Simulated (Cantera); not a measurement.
Cantera run:

```python
import numpy as np
import cantera as ct

gas_names = """
    F F2 N NF NF2 NF3 N2 Si SiF SiF2 SiF3 SiF4 SiN Si2 Si2N Si3
""".split()
cond_names = """
    Si(cr) Si(L) Si3N4(a)
""".split()


# ... load() reads the species with a 1 bar reference pressure and builds the phases ...
atoms = {
    'Si': {'Si': 1},
    'NF3': {'N': 1, 'F': 3},
}
top_T = {'Si3N4(a)': 2400}  # K; cautious upper limits of use, not melting points


# ... equilibrate(T, P, feed) seeds the gas with the atoms and calls Mixture.equilibrate('TP', solver="vcs", rtol=1e-11, max_steps=5000) ...
results = []
feed = {'Si': 1, 'NF3': 3.4}  # mol
P = 100000  # Pa
for T in [673, 698, 723, 748, 773, 798, 823, 848, 873]:
    mix = equilibrate(T, P, feed)
    results.append((T, P, feed, dict(zip(mix.species_names, mix.species_moles))))
    x = sorted(zip(gas.X, gas.species_names), reverse=True)
    print(f"T = {T:g} K  P = {P:g} Pa  gas = {mix.phase_moles(0):.4g} mol")
    print("   x: " + "  ".join(f"{s} {v:.3e}" for v, s in x if v > 0.001))
    print("   condensed (mol): " + ("  ".join(f"{mix.phase(i).name} {mix.phase_moles(i):.4g}"
          for i in range(1, mix.n_phases) if mix.phase_moles(i) > 1e-12) or "none"))
```

It prints:

```
T = 673 K  P = 100000 Pa  gas = 3.767 mol
   x: NF3 5.398e-01  SiF4 2.655e-01  N2 1.814e-01  F2 1.320e-02
   condensed (mol): none
T = 698 K  P = 100000 Pa  gas = 3.792 mol
   x: NF3 5.298e-01  SiF4 2.637e-01  N2 1.835e-01  F2 2.276e-02
   condensed (mol): none
T = 723 K  P = 100000 Pa  gas = 3.83 mol
   x: NF3 5.145e-01  SiF4 2.611e-01  N2 1.866e-01  F2 3.737e-02
   condensed (mol): none
T = 748 K  P = 100000 Pa  gas = 3.888 mol
   x: NF3 4.923e-01  SiF4 2.572e-01  N2 1.911e-01  F2 5.851e-02
   condensed (mol): none
T = 773 K  P = 100000 Pa  gas = 3.97 mol
   x: NF3 4.618e-01  SiF4 2.519e-01  N2 1.973e-01  F2 8.734e-02  F 1.599e-03
   condensed (mol): none
T = 798 K  P = 100000 Pa  gas = 4.081 mol
   x: NF3 4.226e-01  SiF4 2.450e-01  N2 2.052e-01  F2 1.243e-01  F 2.842e-03
   condensed (mol): none
T = 823 K  P = 100000 Pa  gas = 4.225 mol
   x: NF3 3.753e-01  SiF4 2.367e-01  N2 2.148e-01  F2 1.684e-01  F 4.812e-03
   condensed (mol): none
T = 848 K  P = 100000 Pa  gas = 4.4 mol
   x: NF3 3.220e-01  SiF4 2.273e-01  N2 2.253e-01  F2 2.176e-01  F 7.785e-03
   condensed (mol): none
T = 873 K  P = 100000 Pa  gas = 4.603 mol
   x: F2 2.684e-01  NF3 2.660e-01  N2 2.363e-01  SiF4 2.172e-01  F 1.206e-02
   condensed (mol): none
```

Equilibrium computed with Cantera from the NASA thermochemical tables; the gas is ideal and each condensed phase is pure.
